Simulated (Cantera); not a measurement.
Charge: 1 mol SiHCl3, 0.022 mol Cl2, 710 mol H2, equilibrated at 725 °C and 4.73 Torr.

Equilibrium computed with Cantera from the NASA thermochemical tables; the gas is ideal and each condensed phase is pure. Candidate condensed phases: Si; 19 gas species. Kinetics and transport are ignored.

Base state: H2 0.996, HCl 0.00412, SiCl2 2.89e-5, SiHCl3 1.53e-5 (mole fractions); condensed: Si(s).

**Question.** What changes in the equilibrium state with this change: SiHCl3 replaced by Si2Cl6?

**Answer.** 
| species | before | after |
|---|---|---|
| H2 | 0.996 | 0.992 |
| HCl | 0.00412 | 0.00752 |
| SiCl4 | 9.10e-6 | 0.000102 |
| SiCl3 | 3.27e-6 | 2.00e-5 |
| SiHCl3 | 1.53e-5 | 9.32e-5 |
| SiCl2 | 2.89e-5 | 9.65e-5 |
| Si(s), mol | 0.958 | 1.77 |
The feed counts by its element totals alone. The tables' values for SiCl3 are old estimates; treat these amounts as uncertain.

**Question.** What changes in the equilibrium state with this change: SiHCl3 replaced by Si2H6?

**Answer.** 
| species | before | after |
|---|---|---|
| H2 | 0.996 | 1.000 |
| HCl | 0.00412 | 6.17e-5 |
| SiCl2 | 2.89e-5 | 6.44e-9 |
| SiHCl3 | 1.53e-5 | <1e-9 |
| Si(s), mol | 0.958 | 2.00 |
The feed counts by its element totals alone.
